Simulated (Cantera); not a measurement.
Standard-state values (1 bar) from the NASA 1993 polynomials, evaluated with Cantera. Values are per mole of reaction as written; species without (g) are pure solids or liquids, kept so even where they would boil at 1 bar.

### Question
Between 300 and 1925 K, where is each reaction favourable under standard conditions?
- NF3(g) + BN → BF3(g) + N2(g)

### Answer
- NF3(g) + BN → BF3(g) + N2(g): ΔG° is -804 kJ at 300 K and -1065 kJ at 1925 K; it stays negative (K > 1). ΔH° is -776 kJ and ΔS° 150 J/K at 1925 K.
